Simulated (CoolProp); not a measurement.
Properties of carbonyl sulfide at several states (Tc = 105.6 °C, pc = 63.69 bar, ω = 0.098).

The numbers come from the reference Helmholtz-energy equation of state, Lemmon 2006 in CoolProp. It is a short technical equation, of lower accuracy than the large ones.

| T (°C) | p (bar) | phase | Z | cp (kJ/(kg K)) | isothermal compressibility (1/MPa) | fugacity coefficient |
|---|---|---|---|---|---|---|
| 166.05 | 38.2 | gas | 0.8635 | 0.9356 | 0.3067 | 0.8771 |
| 153.65 | 184 | supercritical | 0.4733 | 1.693 | 0.02622 | 0.4736 |
| -83.55 | 23.3 | liquid | 0.07127 | 1.161 | 0.0008918 | 0.007217 |
| -82.45 | 1.24 | liquid | 0.003785 | 1.163 | 0.0009212 | 0.1363 |
| 13.65 | 33.3 | liquid | 0.08142 | 1.300 | 0.003177 | 0.2686 |
